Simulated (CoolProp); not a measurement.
Saturation properties of R236EA (Tc = 139.3 °C, pc = 3414 kPa, ω = 0.368).

The numbers come from the reference Helmholtz-energy equation of state, Rui 2013 in CoolProp.

```tsv
T (°C)	p (kPa)	vapour viscosity (µPa s)	liquid conductivity (mW/(m K))
5.65	99.19	10.2	87.0
11.15	123.6	10.3	84.8
16.65	152.4	10.5	82.8
22.15	186.3	10.7	80.7
27.55	224.9	10.9	78.8
33.05	270.3	11.1	76.8
38.55	322.5	11.3	74.9
44.05	382.0	11.5	73.0
49.45	448.3	11.7	71.2
54.95	524.5	11.9	69.4
60.45	610.0	12.1	67.6
65.95	705.8	12.3	65.8
71.45	812.5	12.6	64.0
```

It boils at 6.2 °C under 1 atm.

Viscosity comes from a separate model (Huber 2003), an estimate that may be off by 10 % or more. Thermal conductivity comes from a separate model (Huber 2003), an estimate that may be off by 10 % or more.
